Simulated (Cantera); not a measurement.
A perfectly stirred reactor is fed with CH4 : C2H6 : O2 : N2 : H2O = 1 : 1.3 : 13.6 : 51.3 : 7.9 (molar parts), equivalence ratio 0.48, at 540000 Pa; it is adiabatic with a 650 K inlet, and is followed from long to short residence time, starting on the burning branch (τ in s: 0.11, 0.046, 0.02, 0.0084, 0.0036, 0.0016, 0.00067, 0.00029, 0.00012, 5.3e-05, 2.3e-05, 9.8e-06).

Computed with Cantera and GRI-Mech 3.0 (53 species, 325 reactions).

**Question.** What does this change do: C2H6 1.3 to 0.99 parts?

**Answer.** 
```tsv
quantity	before	after
blow-out, bracketed by the residence times tried	burning at 0.670 ms, out at 0.290 ms	burning at 3.60 ms, out at 1.60 ms
x(CH4) at τ = 0.110 s	3.12e-6	8.50e-6
x(C2H6) at τ = 0.110 s	8.46e-7	1.86e-6
x(O2) at τ = 0.110 s	0.0931	0.108
x(N2O) at τ = 0.110 s	4.75e-7	5.68e-7
x(OH) at τ = 0.110 s	0.000246	0.000102
x(CH4) at τ = 0.670 ms	0.000182	0.0134
x(C2H6) at τ = 0.670 ms	5.82e-5	0.0132
x(O2) at τ = 0.670 ms	0.0974	0.182
x(N2O) at τ = 0.670 ms	1.21e-6	<1e-12
x(OH) at τ = 0.670 ms	0.000546	<1e-12
```

**Question.** What does this change do: 2.7 parts H2 added?

**Answer.** 
```tsv
quantity	before	after
blow-out, bracketed by the residence times tried	burning at 0.670 ms, out at 0.290 ms	burning at 0.120 ms, out at 53.0 µs
x(CH4) at τ = 0.110 s	3.12e-6	1.14e-6
x(C2H6) at τ = 0.110 s	8.46e-7	2.40e-7
x(O2) at τ = 0.110 s	0.0931	0.0738
x(N2O) at τ = 0.110 s	4.75e-7	3.80e-7
x(OH) at τ = 0.110 s	0.000246	0.000627
x(CH4) at τ = 0.670 ms	0.000182	4.04e-5
x(C2H6) at τ = 0.670 ms	5.82e-5	1.27e-5
x(O2) at τ = 0.670 ms	0.0974	0.0750
x(N2O) at τ = 0.670 ms	1.21e-6	1.68e-6
x(OH) at τ = 0.670 ms	0.000546	0.00198
```
